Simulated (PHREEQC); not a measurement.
Dissolve 0.0015 mol/kgw KOH and 0.07 mol/kgw K2CO3 at 70 °C. Closed to the air; pH follows from the charge balance.

Model: ion-association model, phreeqc.dat, run in PHREEQC.

The pH is 10.61 and the ionic strength is 0.203 mol/kgw. The specific conductance comes out as 33200 µS/cm. The density is 0.986 g/cm³ and the total alkalinity comes out as 142 meq/kg.

```json
[
 {"species": "K+", "molality": "0.141", "activity": "0.0976", "log γ": "-0.161"},
 {"species": "CO3-2", "molality": "0.0620", "activity": "0.0173", "log γ": "-0.554"},
 {"species": "OH-", "molality": "0.00946", "activity": "0.00648", "log γ": "-0.164"},
 {"species": "HCO3-", "molality": "0.00796", "activity": "0.00579", "log γ": "-0.138"},
 {"species": "CO2", "molality": "2.80e-7", "activity": "2.94e-7", "log γ": "0.020"}
]
```

This is a speciation only: nothing precipitates in the calculation. Constants without temperature data keep their 25 °C values here.
